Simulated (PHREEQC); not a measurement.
Make-up at 20 °C: 0.026 mol/kgw KHSO4, 7.7e-05 mol/kgw LiCl and 7.4e-05 mol/kgw (NH4)2SiF6. Closed to the air; pH follows from the charge balance.

All values are PHREEQC results (ion-association model, wateq4f.dat), not measurements.

This is a speciation only: nothing precipitates in the calculation.

Q: Order these F species by the share of F that they hold, largest first: F-, HF, H2F2.

A: HF (93 %), F- (6.3 %), H2F2 (0.24 %)

The pH is 1.87 and the ionic strength 0.0562 mol/kgw. Complexes and solids missing from the database can't appear. SiF6-2 is the database's only silicon fluoride.
